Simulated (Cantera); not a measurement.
Input: 1 mol SiC, 0.23 mol N₂O, 170 mol H₂, equilibrated at 1773 K and 1.90 bar.

Equilibrium computed with Cantera from the NASA thermochemical tables; the gas is ideal and each condensed phase is pure. Candidate condensed phases: C, C₆H₆, C₇H₈, C₈H₁₈, H₂O, Si, SiC, SiO₂, Si₂N₂O, Si₃N₄; 151 gas species. Rates play no part.

Q: What is the equilibrium state?

A: 
- x(H₂): 0.997
- x(N₂): 0.00134
- x(SiO): 0.000727
- x(CO): 0.000617
- x(H): 0.000206
- x(CH₄): 0.000105
- x(HCN): 1.30e-5
- x(SiH₂): 7.92e-6
- x(H₂O): 5.78e-6
- n(SiC(s)): 0.874 mol
- gas amount: 170.5 mol
- log10 activity of Si(l) (absent): -0.49
- log10 activity of C(graphite) (absent): -1.18
